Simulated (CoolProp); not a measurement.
Properties of CH3F (R41) along the isobar 6.24 MPa (Tc = 317.3 K, pc = 5.906 MPa, ω = 0.200).

The numbers come from the reference Helmholtz-energy equation of state, Lemmon 2006 in CoolProp. It is a short technical equation, of lower accuracy than the large ones.

```tsv
T (K)	phase	Z	cp (kJ/(kg K))	cv (kJ/(kg K))	Joule-Thomson coefficient (K/MPa)	isothermal compressibility (1/MPa)	fugacity coefficient
295.1	liquid	0.1397	2.903	1.222	0.6178	0.01450	0.4304
305.1	liquid	0.1472	3.475	1.249	1.127	0.02695	0.5068
315.1	liquid	0.1670	5.985	1.322	2.576	0.1009	0.5845
325.1	supercritical	0.4487	6.855	1.427	10.17	0.5641	0.6444
335.1	supercritical	0.5615	3.536	1.293	10.14	0.3376	0.6817
345.1	supercritical	0.6288	2.712	1.228	9.673	0.2772	0.7124
355.1	supercritical	0.6778	2.327	1.191	9.126	0.2474	0.7387
365.1	supercritical	0.7164	2.106	1.171	8.576	0.2293	0.7618
375	supercritical	0.7476	1.966	1.162	8.052	0.2170	0.7821
385	supercritical	0.7740	1.872	1.159	7.551	0.2080	0.8003
395	supercritical	0.7966	1.806	1.162	7.083	0.2011	0.8167
405	supercritical	0.8162	1.760	1.168	6.648	0.1957	0.8315
415	supercritical	0.8332	1.728	1.177	6.244	0.1913	0.8449
425	supercritical	0.8483	1.705	1.188	5.870	0.1876	0.8571
```

The peak of cp marks the crossing from liquid-like to gas-like fluid above the critical point.
